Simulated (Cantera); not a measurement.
A freely propagating, adiabatic, planar premixed flame of 20.1 % H2, 16.8 % O2, 63.1 % N2, equivalence ratio 0.60, unburnt at 348 K and 3750 Torr; unity-Lewis-number transport, grid criteria slope 0.08 and curve 0.16, no radiation.

Detailed kinetics in Cantera: the H2/O2 subset of GRI-Mech 3.0, which has no nitrogen chemistry. The hydrogen kinetics of GRI-Mech 3.0 are dated; newer H2 mechanisms differ, most at raised pressure. Unity Lewis numbers drop preferential diffusion, which matters most where H2 and H carry the flame. Burning velocities carry a grid error of a few per cent, more on coarse grids. Lean hydrogen flames are cellular in practice and burn faster than this planar one.

### Question
Predict: laminar burning velocity; thermal thickness; peak x(OH); peak x(HO2); peak x(H2O2).

### Answer
- laminar burning velocity = 102 cm/s
- thermal thickness = 0.0510 mm
- peak x(OH) = 0.00728
- peak x(HO2) = 0.000653
- peak x(H2O2) = 9.15e-5
